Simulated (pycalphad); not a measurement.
CALPHAD calculation (pycalphad, COST 507 light-alloy database (1999)), 1 atm. These are 1990s assessments: newer ones move some temperatures and phases.

**Question.** How does the equilibrium phase assembly of Al-19.5Si-2.3Fe (at.%) change on cooling from 1977 °C to 257 °C?

**Answer.** 
```csv
T (°C),phases above,phases below
720.2,LIQUID,ALFESI_DELTA + LIQUID
670.5,ALFESI_DELTA + LIQUID,ALFESI_DELTA + DIAMOND_A4 + LIQUID
609 ± 1,ALFESI_DELTA + DIAMOND_A4 + LIQUID,ALFESI_BETA + DIAMOND_A4 + LIQUID
575.8,ALFESI_BETA + DIAMOND_A4 + LIQUID,ALFESI_BETA + DIAMOND_A4 + FCC_A1
```
Changes were sought between steps of 40 K, so a narrower field can be missed.

Database names, with the compositions (at.%) that they take in these runs: ALFESI_DELTA: Al 55 Si 30 Fe 15; ALFESI_BETA: Al 70 Si 15 Fe 15. FCC_A1 is fcc; DIAMOND_A4 is diamond (Si).
